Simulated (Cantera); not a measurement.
Mixture: CH4 : O2 : N2 = 1 : 2.82 : 14.4 (molar parts), equivalence ratio 0.71, at 1280 Torr, adiabatic and at constant volume. Ignition delay is the time to a rise of 400 K.

Computed with Cantera and GRI-Mech 3.0 (53 species, 325 reactions).

Q: What does this change do: O2 2.82 to 5 parts?

A: 
```csv
quantity,before,after
delay at 1300 K,8.18 ms,3.76 ms
delay at 1500 K,0.846 ms,0.456 ms
delay at 1700 K,0.153 ms,0.101 ms
delay at 1900 K,43.6 µs,32.6 µs
delay at 2100 K,16.7 µs,13.2 µs
apparent activation energy between 1900 and 2100 K,160 kJ/mol,150 kJ/mol
```

Q: What does this change do: 0.27 parts C2H6 added?

A: 
```
quantity                                                before       after
--------------------------------------------------  ----------  ----------
delay at 1300 K                                        8.18 ms    0.582 ms
delay at 1500 K                                       0.846 ms    0.106 ms
delay at 1700 K                                       0.153 ms     28.5 µs
delay at 1900 K                                        43.6 µs     10.7 µs
delay at 2100 K                                        16.7 µs     5.35 µs
apparent activation energy between 1900 and 2100 K  160 kJ/mol  120 kJ/mol
```
